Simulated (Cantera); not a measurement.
Cantera run, input and output.

```python
import numpy as np
import cantera as ct

gas = ct.Solution("gri30.yaml")
gas.TPX = 425, 101325, {'CH4': 1, 'O2': 1.33, 'N2': 5.01}
flame = ct.FreeFlame(gas, width=0.04)
flame.set_refine_criteria(ratio=3, slope=0.08, curve=0.16)
flame.transport_model = "mixture-averaged"
flame.solve(loglevel=0, auto=True)
z, T = flame.grid, flame.T
thick = (T[-1] - T[0]) / np.gradient(T, z).max()
show = ['CH4', 'O2', 'CO2', 'N2O', 'NO', 'H']
print(f"laminar burning velocity  {flame.velocity[0] * 100:.3f} cm/s")
print(f"burnt temperature         {T[-1]:.1f} K")
print(f"thermal thickness         {thick * 1e3:.4f} mm")
print(f"grid points               {len(z)}")
z0 = z[flame.heat_release_rate.argmax()]
print(f"{'z/mm':>9s}{'T/K':>9s}{'u/(m/s)':>9s}" + "".join(f"{s:>11s}" for s in show))
rows = []
for k in (-3, -2, -1.5, -1, -0.5, -0.25, 0, 0.25, 0.5, 1, 2, 4, 8):
    zz = z0 + k * thick
    rows.append([k * thick, np.interp(zz, z, T), np.interp(zz, z, flame.velocity),
                 *(np.interp(zz, z, flame.X[gas.species_index(s)]) for s in show)])
    print(f"{rows[-1][0] * 1e3:9.3f}{rows[-1][1]:9.1f}{rows[-1][2]:9.3f}" + "".join(f"{x:11.3e}" for x in rows[-1][3:]))
```

Result:

```
laminar burning velocity  21.095 cm/s
burnt temperature         1986.7 K
thermal thickness         1.0034 mm
grid points               121
     z/mm      T/K  u/(m/s)        CH4         O2        CO2        N2O         NO          H
   -3.010    426.0    0.212  1.355e-01  1.804e-01  1.033e-06  8.986e-13  2.373e-10  3.839e-15
   -2.007    432.1    0.217  1.342e-01  1.790e-01  1.039e-05  9.164e-12  1.886e-09  3.269e-13
   -1.505    455.6    0.230  1.314e-01  1.764e-01  7.034e-05  6.295e-11  1.071e-08  1.824e-11
   -1.003    581.0    0.298  1.205e-01  1.656e-01  6.868e-04  6.278e-10  1.141e-07  7.836e-09
   -0.502   1032.3    0.543  8.282e-02  1.211e-01  5.480e-03  5.127e-09  1.461e-06  7.749e-06
   -0.251   1402.3    0.748  4.925e-02  7.741e-02  1.195e-02  1.109e-08  3.148e-06  1.011e-04
    0.000   1743.1    0.940  1.747e-02  3.114e-02  2.114e-02  1.493e-08  5.568e-06  7.537e-04
    0.251   1905.6    1.032  5.081e-03  8.372e-03  2.859e-02  9.266e-09  8.953e-06  1.452e-03
    0.502   1957.2    1.060  2.356e-03  2.284e-03  3.274e-02  4.889e-09  1.197e-05  1.391e-03
    1.003   1983.0    1.074  1.303e-03  2.919e-04  3.622e-02  2.480e-09  1.535e-05  9.083e-04
    2.007   1990.9    1.078  9.405e-04  2.007e-05  3.810e-02  1.685e-09  1.810e-05  5.376e-04
    4.014   1991.5    1.079  7.028e-04  6.474e-07  3.880e-02  1.648e-09  2.147e-05  4.172e-04
    8.027   1989.6    1.079  4.436e-04  2.569e-07  3.871e-02  2.094e-09  2.794e-05  4.004e-04
```

Computed with Cantera and GRI-Mech 3.0 (53 species, 325 reactions). Burning velocities carry a grid error of a few per cent, more on coarse grids.
